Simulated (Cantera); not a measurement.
A perfectly stirred reactor is fed with H₂ : O₂ : N₂ = 1 : 0.714 : 2.69 (molar parts), equivalence ratio 0.70, at 3750 Torr; it is adiabatic with a 350 K inlet, and is followed from long to short residence time, starting on the burning branch (τ in s: 0.031, 0.013, 0.0057, 0.0024, 0.001, 0.00045, 0.00019, 8.3e-05, 3.6e-05).

Computed with Cantera and the H2/O2 subset of GRI-Mech 3.0, which has no nitrogen chemistry. The hydrogen kinetics of GRI-Mech 3.0 are dated; newer H2 mechanisms differ, most at raised pressure.

x: mole fraction; the columns are a selection and need not sum to one.

| τ (s) | T (K) | x H₂ | x O₂ | x H | x H₂O₂ | x OH |
|---|---|---|---|---|---|---|
| 0.031 | 2063 | 0.000302 | 0.0543 | 2.35e-5 | 3.27e-7 | ? |
| 0.013 | 2061 | 0.000394 | 0.0543 | 3.27e-5 | 3.57e-7 | ? |
| 0.0057 | 2058 | 0.000568 | 0.0542 | 5.30e-5 | 4.12e-7 | ? |
| 0.0024 | 2052 | 0.000910 | 0.0542 | 0.000103 | 5.16e-7 | ? |
| 0.0010 | 2042 | 0.00154 | 0.0541 | 0.000221 | 6.82e-7 | ? |
| 0.00045 | 2027 | 0.00251 | 0.0542 | 0.000459 | 8.98e-7 | ? |
| 0.00019 | 2002 | 0.00424 | 0.0544 | 0.00101 | 1.21e-6 | ? |
| 8.3e-5 | 1963 | 0.00690 | 0.0550 | 0.00212 | 1.62e-6 | ? |
| 3.6e-5 | 1904 | 0.0110 | 0.0564 | 0.00427 | 2.23e-6 | ? |

### Question
Complete the blanks.

### Answer

- 0.031, x OH: 0.00230
- 0.013, x OH: 0.00252
- 0.0057, x OH: 0.00289
- 0.0024, x OH: 0.00352
- 0.0010, x OH: 0.00443
- 0.00045, x OH: 0.00551
- 0.00019, x OH: 0.00688
- 8.3e-5, x OH: 0.00829
- 3.6e-5, x OH: 0.00951
